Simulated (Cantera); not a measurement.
Transport properties of process gases

Gas mixture: O2 = 0.18 (molar parts), at 5.40 bar, frozen composition.

Cantera's kinetic-theory transport with the Lennard-Jones parameters of GRI-Mech 3.0, ideal gas; thermal conductivity in the multicomponent form.

```csv
T (K),ρ (kg/m³),cp (J/kg/K),μ (µPa s),λ (mW/m/K),Pr,D (cm²/s) C2H2,D (cm²/s) H,D (cm²/s) OH
400,5.20,941.4,25.6,33.9,0.712,0.0526,0.399,0.0999
550,3.78,987.2,32.1,44.6,0.711,0.0921,0.693,0.172
700,2.97,1031,37.8,54.9,0.710,0.140,1.05,0.258
850,2.44,1065,43.0,64.6,0.709,0.194,1.45,0.357
1000,2.08,1090,47.9,73.7,0.709,0.256,1.91,0.469
1150,1.81,1109,52.5,82.1,0.709,0.324,2.41,0.591
1300,1.60,1125,56.9,90.3,0.708,0.397,2.96,0.725
1450,1.43,1139,61.0,98.2,0.708,0.477,3.55,0.869
```
D: mixture-averaged diffusion coefficient of that species in the mixture.
